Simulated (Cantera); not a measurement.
Cantera run:

```python
import numpy as np
import cantera as ct

gas_names = """
    CL CL2 H HCL H2 N NH NH2 NH3 N2 N2H2 N2H4 Si SiCL SiCL2 SiCL3 SiCL4 SiH SiHCL3 SiH2 SiH2CL2 SiH3
    SiH3CL SiH4 SiN Si2 Si2N Si3
""".split()
cond_names = """
    NH4CL(a) NH4CL(b) Si(cr) Si(L) Si3N4(a)
""".split()


# ... load() reads the species with a 1 bar reference pressure and builds the phases ...
atoms = {
    'Si2Cl6': {'Si': 2, 'CL': 6},
    'NH3': {'N': 1, 'H': 3},
    'N2': {'N': 2},
}
top_T = {'Si3N4(a)': 2400}  # K; cautious upper limits of use, not melting points


# ... equilibrate(T, P, feed) seeds the gas with the atoms and calls Mixture.equilibrate('TP', solver="vcs", rtol=1e-11, max_steps=5000) ...
results = []
feed = {'Si2Cl6': 1, 'NH3': 18, 'N2': 65}  # mol
T = 1373  # K
P = 100000  # Pa
mix = equilibrate(T, P, feed)
results.append((T, P, feed, dict(zip(mix.species_names, mix.species_moles))))
x = sorted(zip(gas.X, gas.species_names), reverse=True)
print(f"T = {T:g} K  P = {P:g} Pa  gas = {mix.phase_moles(0):.4g} mol")
print("   x: " + "  ".join(f"{s} {v:.3e}" for v, s in x if v > 1e-05))
print("   condensed (mol): " + ("  ".join(f"{mix.phase(i).name} {mix.phase_moles(i):.4g}"
      for i in range(1, mix.n_phases) if mix.phase_moles(i) > 1e-12) or "none"))
```

Result:

```
T = 1373 K  P = 100000 Pa  gas = 102.7 mol
   x: N2 7.078e-01  H2 2.338e-01  HCL 5.826e-02  SiCL4 2.778e-05  SiCL2 1.111e-05
   condensed (mol): Si3N4(a) 0.6648
```

These are equilibrium values from Cantera (NASA tables, ideal gas, pure condensed phases), not measurements of a reactor. The feed counts by its element totals alone.
